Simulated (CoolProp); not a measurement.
Computed with CoolProp (reference Helmholtz-energy equation of state, Lemmon 2003). It is a pseudo-pure fit of the blend.

Q: For R410A, give the phase and the density (kg/m³), Joule-Thomson coefficient (K/MPa), isothermal compressibility (1/MPa), viscosity (µPa s) at 347.6 K and 1.25 MPa.

A: 
- 347.6 K and 1.25 MPa: gas; density 34.8, Joule-Thomson coefficient 12.2, isothermal compressibility 0.891, viscosity 15.5

Viscosity comes from a separate model (Geller 2000).
